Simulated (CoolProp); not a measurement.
Vapour pressure (bar) of ethylene: the reference equation beside estimates from Tc = 9.2 °C, pc = 50.42 bar, ω = 0.087.

Computed with CoolProp (reference Helmholtz-energy equation of state, Smukala 2000).

```
T (°C)   reference  Lee-Kesler  Soave-Redlich-Kwong
-------  ---------  ----------  -------------------
-111.65     0.6211           ?               0.6135
-104.25     0.9850      0.9771               0.9751
-96.75           ?       1.496                    ?
-89.35       2.202           ?                2.190
-81.85       3.134       3.130                3.126
-74.35       4.335       4.335                4.335
-66.95       5.826           ?                5.841
-59.45       7.691       7.700                    ?
-52.05       9.925       9.936                9.996
```

Problem. Fill in the missing entries.

Solution. 
- -111.65, Lee-Kesler: 0.6148
- -96.75, reference: 1.505
- -96.75, Soave-Redlich-Kwong: 1.493
- -89.35, Lee-Kesler: 2.194
- -66.95, Lee-Kesler: 5.831
- -59.45, Soave-Redlich-Kwong: 7.729

Absolute difference from the reference over all 9 rows, mean and median: Lee-Kesler 0.4 and 0.1 %, Soave-Redlich-Kwong 0.6 and 0.5 %.
